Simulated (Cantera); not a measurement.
An isothermal, constant-pressure homogeneous reactor starts with CO : O2 : H2O : N2 = 0.0045 : 0.014 : 0.069 : 1 (molar parts), equivalence ratio 0.16, at 1448 K and 1000000 Pa.

Computed with Cantera and GRI-Mech 3.0 (53 species, 325 reactions).

Task: Predict: x(CO) at 2.00 s; x(O2) at 2.00 s; x(H2O) at 2.00 s; x(NO) at 2.00 s; x(HO2) at 2.00 s; x(OH) at 2.00 s; x(N2O) at 2.00 s.

Result: 
| Item | Value |
|---|---|
| x(CO) at 2.00 s | 2.77e-8 (gas-phase equilibrium 2.78e-8) |
| x(O2) at 2.00 s | 0.0108 (gas-phase equilibrium 0.0107) |
| x(H2O) at 2.00 s | 0.0636 (gas-phase equilibrium 0.0636) |
| x(NO) at 2.00 s | 4.19e-8 (gas-phase equilibrium 0.000231) |
| x(HO2) at 2.00 s | 2.03e-8 (gas-phase equilibrium 2.01e-8) |
| x(OH) at 2.00 s | 1.05e-5 (gas-phase equilibrium 1.05e-5) |
| x(N2O) at 2.00 s | 4.95e-8 (gas-phase equilibrium 4.92e-8) |
